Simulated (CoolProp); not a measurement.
R141b along the isotherm 42.95 °C: density (kg/m³) from the reference equation and from simpler models built on Tc = 204.4 °C, pc = 4212 kPa, ω = 0.220; each cubic takes its own stable root.

The numbers come from the reference Helmholtz-energy equation of state, Lemmon 2006 in CoolProp. It is a short technical equation, of lower accuracy than the large ones.

```json
[
 {"p (kPa)": "702", "phase": "liquid", "reference": "1200"},
 {"p (kPa)": "1400", "phase": "liquid", "reference": "1201"},
 {"p (kPa)": "2110", "phase": "liquid", "reference": "1203"},
 {"p (kPa)": "2810", "phase": "liquid", "reference": "1205"},
 {"p (kPa)": "3510", "phase": "liquid", "reference": "1207"},
 {"p (kPa)": "4210", "phase": "liquid", "reference": "1208"},
 {"p (kPa)": "4910", "phase": "liquid", "reference": "1210"},
 {"p (kPa)": "5620", "phase": "liquid", "reference": "1211"},
 {"p (kPa)": "6320", "phase": "liquid", "reference": "1213"},
 {"p (kPa)": "7020", "phase": "liquid", "reference": "1215"},
 {"p (kPa)": "7720", "phase": "liquid", "reference": "1216"},
 {"p (kPa)": "8420", "phase": "liquid", "reference": "1218"},
 {"p (kPa)": "9130", "phase": "liquid", "reference": "1219"},
 {"p (kPa)": "9830", "phase": "liquid", "reference": "1221"},
 {"p (kPa)": "10500", "phase": "liquid", "reference": "1222"}
]
```

Question: How far does each simpler model (van der Waals, Redlich-Kwong, Soave-Redlich-Kwong, Peng-Robinson) lie from the reference over these 15 states: mean and median of the absolute difference, and the worst?

Answer: 
- van der Waals: mean 37.6 %, median 37.5 %, worst -39.1 % at 42.95 °C and 702 kPa
- Redlich-Kwong: mean 10.1 %, median 10.0 %, worst -10.9 % at 42.95 °C and 702 kPa
- Soave-Redlich-Kwong: mean 7.7 %, median 7.7 %, worst -8.3 % at 42.95 °C and 702 kPa
- Peng-Robinson: mean 4.1 %, median 4.1 %, worst +4.4 % at 42.95 °C and 10500 kPa
